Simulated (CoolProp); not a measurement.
Values from CoolProp's reference Helmholtz-energy equation of state, Lemmon 2009.

Q: For propane, give the phase and the cp (kJ/(kg K)), cv (kJ/(kg K)), conductivity (mW/(m K)) at 306.3 K and 0.101 MPa.

A: 
- 306.3 K and 0.101 MPa: gas; cp 1.72, cv 1.52, conductivity 19.2

Thermal conductivity comes from a separate model (Marsh 2002).
